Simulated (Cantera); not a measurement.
An adiabatic, constant-volume homogeneous reactor starts with CH3OH : O2 : N2 = 1 : 0.833 : 3.13 (molar parts), at 1675 K and 1130 Torr.

Model: GRI-Mech 3.0 (53 species, 325 reactions), integrated in Cantera. GRI-Mech 3.0 was tuned for natural gas; its chemistry of methanol as a main component is partial and can be far from experiment.

Question: Predict: time of steepest temperature rise; temperature at 0.400 s; equilibrium temperature; x(O2) at 0.400 s; x(NO) at 0.400 s; x(H2O) at 0.400 s; x(CO2) at 0.400 s; x(HCN) at 0.400 s.

Answer: 
```json
{
  "time_of_steepest_temperature_rise": "26.6 µs",
  "temperature at 0.400 s": "2953 K",
  "equilibrium_temperature": "2953 K",
  "x(O2) at 0.400 s": "0.00201 (gas-phase equilibrium 0.00201)",
  "x(NO) at 0.400 s": "0.00351 (gas-phase equilibrium 0.00351)",
  "x(H2O) at 0.400 s": "0.203 (gas-phase equilibrium 0.203)",
  "x(CO2) at 0.400 s": "0.0359 (gas-phase equilibrium 0.0359)",
  "x(HCN) at 0.400 s": "8.66e-8 (gas-phase equilibrium 8.66e-8)"
}
```
